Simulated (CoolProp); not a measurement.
Saturation properties of sulfur dioxide (Tc = 157.5 °C, pc = 7887 kPa, ω = 0.256).

Computed with CoolProp (reference Helmholtz-energy equation of state, Gao 2016).

| T (°C) | p (kPa) | liquid density (kg/m³) | surface tension (mN/m) |
|---|---|---|---|
| -56.25 | 7.544 | 1580 | 37.7 |
| -54.25 | 8.674 | 1575 | 37.3 |
| -52.15 | 10.01 | 1569 | 36.9 |
| -50.15 | 11.44 | 1564 | 36.5 |
| -48.15 | 13.03 | 1559 | 36.1 |
| -46.05 | 14.91 | 1554 | 35.7 |
| -44.05 | 16.90 | 1549 | 35.3 |
| -42.05 | 19.10 | 1544 | 34.9 |
| -39.95 | 21.67 | 1538 | 34.4 |
| -37.95 | 24.37 | 1533 | 34.0 |
| -35.95 | 27.35 | 1528 | 33.6 |
| -33.85 | 30.79 | 1523 | 33.2 |
| -31.85 | 34.39 | 1518 | 32.8 |
| -29.85 | 38.33 | 1513 | 32.4 |

It boils at -10.0 °C under 1 atm.

Surface tension comes from a separate correlation (Mulero 2012).
